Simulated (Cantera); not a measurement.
A closed system holds: 1 mol CF4, 0.063 mol F2, at 750 Torr.

These are equilibrium values from Cantera (NASA tables, ideal gas, pure condensed phases), not measurements of a reactor. Candidate condensed phases: C; 23 gas species. Ions and electrons are included (thermal ionisation). Rates play no part.

At 4250 K, list the 4 most abundant gas species with their mole fractions, and the condensed phases.

F 0.823, CF 0.0985, C 0.0382, C3 0.0181. Condensed: gas only.
